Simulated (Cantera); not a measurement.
Input: 1 mol Si, 9.3 mol HF, 0.12 mol N₂, equilibrated at 1425 K and 1.60 mbar.

These are equilibrium values from Cantera (NASA tables, ideal gas, pure condensed phases), not measurements of a reactor. Candidate condensed phases: Si, Si₃N₄; 37 gas species. The tables' values for SiF₃ are old estimates; treat these amounts as uncertain. Kinetics and transport are ignored.

Base state: HF 0.630, H₂ 0.237, SiF₄ 0.118, N₂ 0.0142, SiF₃ 0.000258, H 8.31e-5, SiHF₃ 1.24e-5 (mole fractions); condensed: gas only.

**Question.** What changes in the equilibrium state with this change: temperature from 1425 K to 1698.15 K?

**Answer.** 
| species | before | after |
|---|---|---|
| HF | 0.630 | 0.634 |
| H₂ | 0.237 | 0.232 |
| SiF₄ | 0.118 | 0.111 |
| SiF₃ | 0.000258 | 0.00698 |
| N₂ | 0.0142 | 0.0142 |
| SiF₂ | 3.68e-7 | 0.000183 |
| H | 8.31e-5 | 0.00174 |
| SiHF₃ | 1.24e-5 | 6.98e-5 |
The tables' values for SiF₃, SiF₂ are old estimates; treat these amounts as uncertain.
